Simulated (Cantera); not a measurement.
Charge: 1 mol MgCO3, 0.061 mol H2O, at 1650 K and 3.60 mbar.

Equilibrium computed with Cantera from the NASA thermochemical tables; the gas is ideal and each condensed phase is pure. Candidate condensed phases: C, C6H6, C7H8, C8H18, H2O, Mg, MgCO3, MgO, Mg(OH)2; 116 gas species. Equilibrium is a limit: real reactors are often held back by kinetics, nucleation or transport.

Base state: CO2 0.929, H2O 0.0569, CO 0.00880, O2 0.00440, OH 0.000300, H2 0.000168, O 2.86e-5, H 1.96e-5 (mole fractions); condensed: MgO(s).

Q: What changes in the equilibrium state with this change: H2O from 0.061 to 2.1 mol?

A: 
```json
[
 {"species": "H2O", "before": "0.0569", "after": "0.672"},
 {"species": "CO2", "before": "0.929", "after": "0.318"},
 {"species": "CO", "before": "0.00880", "after": "0.00373"},
 {"species": "H2", "before": "0.000168", "after": "0.00246"},
 {"species": "H", "before": "1.96e-5", "after": "7.50e-5"},
 {"species": "OH", "before": "0.000300", "after": "0.000928"},
 {"species": "MgO(s), mol", "before": "1.00", "after": "1.000"}
]
```
